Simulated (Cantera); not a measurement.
A closed system holds: 1 mol CH4, 2.6 mol NH3, 15 mol N2, 0.026 mol O2, equilibrated at 0.173 Torr.

Equilibrium computed with Cantera from the NASA thermochemical tables; the gas is ideal and each condensed phase is pure. Candidate condensed phases: C, C6H6, C7H8, C8H18, H2O; 169 gas species. Ions and electrons are included (thermal ionisation). Kinetics and transport are ignored.

What share of the C ends up in condensed phases as a function of T (K), at 2000, 2500, 3000, 3500, 4000, 4500, 5000?


| T (K) | C condensed (%) | as |
|---|---|---|
| 2000 | 79.5 | C(graphite) |
| 2500 | 22.1 | C(graphite) |
| 3000 | 0.0 | - |
| 3500 | 0.0 | - |
| 4000 | 0.0 | - |
| 4500 | 0.0 | - |
| 5000 | 0.0 | - |
